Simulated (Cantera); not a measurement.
A perfectly stirred reactor is fed with H2 : O2 : N2 = 0.064 : 1 : 0.65 (molar parts), equivalence ratio 0.032, at 1330 Pa; it is held at 1000 K, and followed from long to short residence time.

Computed with Cantera and GRI-Mech 3.0 (53 species, 325 reactions). Radical loss at walls, strong at low pressure, is not modelled. The temperature is held fixed by assumption; the heat of reaction is taken as removed at once.

Question: Predict: x(H2) at τ = 0.480 s; x(O2) at τ = 0.480 s; x(OH) at τ = 0.480 s; x(H2O2) at τ = 0.480 s; x(NO) at τ = 0.480 s; x(H2) at τ = 11.0 ms; x(O2) at τ = 11.0 ms; x(OH) at τ = 11.0 ms; x(H2O2) at τ = 11.0 ms; x(NO) at τ = 11.0 ms.

Answer: 
```
Item                       Value
----------------------  --------
x(H2) at τ = 0.480 s    0.000607
x(O2) at τ = 0.480 s       0.574
x(OH) at τ = 0.480 s    0.000456
x(H2O2) at τ = 0.480 s   8.42e-8
x(NO) at τ = 0.480 s     2.34e-8
x(H2) at τ = 11.0 ms     0.00563
x(O2) at τ = 11.0 ms       0.568
x(OH) at τ = 11.0 ms     0.00166
x(H2O2) at τ = 11.0 ms   1.48e-7
x(NO) at τ = 11.0 ms     4.07e-8
```
